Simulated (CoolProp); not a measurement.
A simple Rankine cycle with n-perfluorobutane: condensing at 320.15 K, boiler at 1.61 MPa, turbine inlet 449 K, turbine efficiency 0.6, pump efficiency 0.6, no recuperator. Each further row changes one setting.

Values from CoolProp's reference Helmholtz-energy equation of state, Gao 2022.

```tsv
case	thermal efficiency (%)	net work (kJ/kg)	heat in (kJ/kg)	turbine exit temperature (K)	volume ratio over the turbine
as stated	4.2	8.26	196	433.0	3.36
condensing temperature 312.15 K	4.9	10.1	205	430.4	4.22
boiler pressure 1.13 MPa	3.1	6.08	199	438.7	2.27
turbine efficiency 0.5	3.4	6.67	196	434.6	3.37
```
